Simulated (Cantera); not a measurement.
Input (Python, Cantera):

```python
import numpy as np
import cantera as ct

surf = ct.Interface("ptcombust.yaml", "Pt_surf")
gas = surf.adjacent["gas"]
gas.TPX = 300, 9400, {'CH4': 0.023, 'O2': 0.071, 'N2': 0.79}
jet = ct.ImpingingJet(gas=gas, width=0.066, surface=surf)
jet.inlet.mdot, jet.inlet.T, jet.inlet.X = 0.067, 300, {'CH4': 0.023, 'O2': 0.071, 'N2': 0.79}
jet.set_refine_criteria(ratio=10, slope=0.2, curve=0.3)
show, cover = ['CH4', 'O2', 'H2O', 'OH', 'CO', 'CO2'], ["PT(S)", "H(S)", "O(S)", "OH(S)", "CO(S)", "C(S)"]

rows = []
print(f"{'Ts/K':>7s}" + "".join(f"{s:>11s}" for s in show + cover) + "   (gas at the wall, coverages)")
for i, Ts in enumerate([850, 900, 950, 1000, 1050, 1100]):
    jet.surface.T = Ts
    if i == 0:
        surf.TP = Ts, 9400
        surf.coverages = "PT(S):0.5, O(S):0.5"
        surf.advance_coverages(1.0)
        jet.set_initial_guess(products="inlet")
    jet.solve(loglevel=0, auto=(i == 0))
    rows.append([*(jet.X[gas.species_index(s), -1] for s in show), *surf[cover].coverages])
    print(f"{Ts:7g}" + "".join(f"{x:11.3e}" for x in rows[-1]))
```

Output:

```
   Ts/K        CH4         O2        H2O         OH         CO        CO2      PT(S)       H(S)       O(S)      OH(S)      CO(S)       C(S)   (gas at the wall, coverages)
    850  1.895e-02  6.527e-02  1.324e-02  7.138e-09  5.490e-06  8.679e-03  1.625e-01  2.984e-08  8.364e-01  1.085e-03  1.283e-05  3.276e-08
    900  1.408e-02  5.495e-02  2.226e-02  2.781e-08  5.908e-06  1.463e-02  2.356e-01  9.734e-08  7.631e-01  1.291e-03  1.045e-05  3.717e-08
    950  1.003e-02  4.637e-02  2.973e-02  8.436e-08  5.922e-06  1.959e-02  3.144e-01  2.442e-07  6.843e-01  1.331e-03  7.497e-06  3.587e-08
   1000  7.239e-03  4.050e-02  3.481e-02  2.237e-07  5.895e-06  2.297e-02  3.935e-01  5.104e-07  6.052e-01  1.261e-03  5.143e-06  3.215e-08
   1050  5.434e-03  3.672e-02  3.806e-02  5.285e-07  6.007e-06  2.515e-02  4.696e-01  9.410e-07  5.293e-01  1.140e-03  3.548e-06  2.823e-08
   1100  4.248e-03  3.425e-02  4.016e-02  1.132e-06  6.316e-06  2.655e-02  5.419e-01  1.599e-06  4.571e-01  1.003e-03  2.524e-06  2.502e-08
```

Detailed kinetics in Cantera: Deutschmann's 1995 Pt surface mechanism with GRI-Mech 3.0 gas chemistry. Catalytic surfaces can have several steady states; this one follows from the mechanism file's or the stated starting coverage.
